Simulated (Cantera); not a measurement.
Hydrocarbon pyrolysis for carbon deposition

An isothermal, constant-pressure homogeneous reactor starts with 1.32 % CH4, 98.7 % N2, at 1375 K and 20.0 Torr.

Cantera simulation using GRI-Mech 3.0 (53 species, 325 reactions); the numbers are that mechanism's predictions, not measurements. GRI-Mech 3.0 stops at C3 and has no aromatics, soot or wall deposition, so with more carbon than oxygen in the feed, carbon stays in small species such as C2H2 where larger ones or solid carbon would form. Radical loss at walls, strong at low pressure, is not modelled.

```
t (s)       x CH4    x C2H6     x CH3     x CH2       x H
--------  -------  --------  --------  --------  --------
7.00e-6    0.0132    <1e-12  4.98e-11    <1e-12  4.82e-11
5.25e-5    0.0132    <1e-12  4.09e-10    <1e-12  3.26e-10
0.000394   0.0132    <1e-12   4.25e-9    <1e-12   1.26e-9
0.00295    0.0132    <1e-12   3.98e-8    <1e-12   1.50e-9
0.0221     0.0132  7.14e-11   3.08e-7    <1e-12   1.51e-9
0.166      0.0132   2.18e-8   2.28e-6  1.39e-11   1.67e-9
1.24       0.0131   1.79e-6   1.36e-5  4.68e-10   8.13e-9
9.33       0.0121   1.02e-5   3.11e-5   2.53e-9   2.06e-7
70.0      0.00788   2.46e-6   1.58e-5   1.07e-9   7.95e-7
```
x: mole fraction; the columns are a selection and need not sum to one.

Equilibrium at this temperature and pressure: CH4 7.15e-6, C2H6 5.20e-12, CH3 2.16e-8, CH2 2.27e-12, H 2.95e-6 (gas phase only).
